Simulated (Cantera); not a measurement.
## Adiabatic ignition

An adiabatic, constant-volume homogeneous reactor starts with CO : H2 : CH4 : O2 : N2 : CO2 = 1 : 0.35 : 0.038 : 1.39 : 5.23 : 0.14 (molar parts), equivalence ratio 0.54, at 1498 K and 750 Torr.

Cantera simulation using GRI-Mech 3.0 (53 species, 325 reactions); the numbers are that mechanism's predictions, not measurements.

```csv
t (s),T (K),P (bar),x CO,x H2,x CH4,x NO2,x CO2,x NO
1.00e-6,1498,1.00,0.123,0.0430,0.00466,<1e-12,0.0172,<1e-12
3.80e-6,1498,1.000,0.123,0.0430,0.00466,<1e-12,0.0172,<1e-12
1.44e-5,1498,1.00,0.123,0.0427,0.00461,<1e-12,0.0172,6.73e-12
5.48e-5,1987,1.30,0.0659,0.00465,<1e-12,9.61e-9,0.0813,2.56e-5
0.000208,2545,1.61,0.0399,0.00241,<1e-12,2.92e-7,0.112,0.000509
0.000790,2687,1.69,0.0298,0.00168,<1e-12,2.70e-6,0.124,0.00429
0.00300,2676,1.68,0.0291,0.00166,<1e-12,8.12e-6,0.125,0.0131
0.0114,2670,1.67,0.0287,0.00164,<1e-12,1.09e-5,0.125,0.0177
0.0433,2670,1.67,0.0287,0.00164,<1e-12,1.10e-5,0.125,0.0178
0.164,2670,1.67,0.0287,0.00164,<1e-12,1.10e-5,0.125,0.0178
0.624,2670,1.67,0.0287,0.00164,<1e-12,1.10e-5,0.125,0.0178
2.37,2670,1.67,0.0287,0.00164,<1e-12,1.10e-5,0.125,0.0178
9.00,2670,1.67,0.0287,0.00164,<1e-12,1.10e-5,0.125,0.0178
```
x: mole fraction; the columns are a selection and need not sum to one.

```
Item                                                                Result
---------------------------------  ---------------------------------------
time of steepest temperature rise                                  24.3 µs
temperature at 9.00 s                                               2670 K
equilibrium temperature                                             2670 K
x(CO) at 9.00 s                      0.0287 (gas-phase equilibrium 0.0287)
x(H2) at 9.00 s                    0.00164 (gas-phase equilibrium 0.00164)
x(CH4) at 9.00 s                     <1e-12 (gas-phase equilibrium <1e-12)
```
